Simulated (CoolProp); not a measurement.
Properties of C2F6 (R116) along the isobar 1.74 MPa.

The numbers come from the reference Helmholtz-energy equation of state, Lemmon 2006 in CoolProp. It is a short technical equation, of lower accuracy than the large ones.

| T (K) | phase | density (kg/m³) | Joule-Thomson coefficient (K/MPa) | conductivity (mW/(m K)) | fugacity coefficient |
|---|---|---|---|---|---|
| 203.4 | liquid | 1576 | -0.2788 | 73.7 | 0.09137 |
| 223.5 | liquid | 1480 | -0.1572 | 65.9 | 0.2077 |
| 243.7 | liquid | 1369 | 0.05740 | 57.8 | 0.3948 |
| 263.8 | liquid | 1225 | 0.5645 | 49.0 | 0.6489 |
| 284 | gas | 138.8 | 13.73 | 15.7 | 0.7910 |
| 304.1 | gas | 117.8 | 9.934 | 16.5 | 0.8359 |
| 324.3 | gas | 104.4 | 7.734 | 17.8 | 0.8693 |
| 344.4 | gas | 94.68 | 6.271 | 19.2 | 0.8948 |
| 364.6 | gas | 87.05 | 5.212 | 20.6 | 0.9150 |
| 384.7 | gas | 80.87 | 4.417 | 22.2 | 0.9310 |
| 404.9 | gas | 75.65 | 3.795 | 23.7 | 0.9439 |
| 425 | gas | 71.21 | 3.301 | 25.2 | 0.9545 |

Thermal conductivity comes from a separate model (Huber 2003), an estimate that may be off by 10 % or more.
